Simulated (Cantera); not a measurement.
Charge: 1 mol CF4, a varied amount of CH4, held at 1648.15 K and 0.390 bar.

Equilibrium computed with Cantera from the NASA thermochemical tables; the gas is ideal and each condensed phase is pure. Candidate condensed phases: C, C6H6, C7H8, C8H18; 95 gas species. Gases not in the tables: C2F6 and larger saturated fluorocarbons. Kinetics and transport are ignored.

Task: At 0.15 mol CH4, list the 5 most abundant gas species with their mole fractions, and the condensed phases.

Result: CF4 0.586, HF 0.414, CF2 0.000391, CF3 0.000136, F 3.43e-5. Condensed: C(graphite).
